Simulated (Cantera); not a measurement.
Input: 1 mol NH₃, 0.31 mol H₂, 2.8 mol N₂, equilibrated at 1525 K and 100000 Pa.

Method: chemical equilibrium by Gibbs-energy minimisation in Cantera with the NASA 1993 tables (ideal gas, pure condensed phases). Equilibrium is a limit: real reactors are often held back by kinetics, nucleation or transport.

Base state: N₂ 0.646, H₂ 0.354, H 1.41e-5 (mole fractions); condensed: gas only.

**Question.** What changes in the equilibrium state with this change: 0.34 mol CO₂ added?

**Answer.** 
```tsv
species	before	after
N₂	0.646	0.606
H₂	0.354	0.274
H₂O	0	0.0579
CO	0	0.0579
CO₂	0	0.00453
H	1.41e-5	1.24e-5
```
Further candidate phases: C, C₆H₆, C₇H₈, C₈H₁₈, H₂O.
